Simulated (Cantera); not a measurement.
Feed: 1 mol B2H6, 3.7 mol O2, 0.14 mol H2, held at 0.850 bar.

These are equilibrium values from Cantera (NASA tables, ideal gas, pure condensed phases), not measurements of a reactor. Candidate condensed phases: B, B2O3, B3O3H3, H2O; 23 gas species. The feed counts by its element totals alone. Gases not in the tables: H3BO3. The numbers say what is thermodynamically allowed, not how fast it happens. All values below are at 925 °C.

Base state: H2O 0.823, O2 0.168, (HBO2)3 0.00811, HBO2 0.000795 (mole fractions); condensed: B2O3(l).

What changes in the equilibrium state with this change: O2 from 3.7 to 0.19 mol?


```csv
species,before,after
H2,2.66e-8,0.994
B3O3H3,<1e-9,0.00626
HBO,<1e-9,6.17e-5
H2O,0.823,5.36e-7
O2,0.168,<1e-9
(HBO2)3,0.00811,<1e-9
HBO2,0.000795,6.42e-7
"B2O3(l), mol",0.953,0.107
"B(s), mol",0,1.73
```
Mutual solubility and eutectic melting of coexisting phases are not modelled.
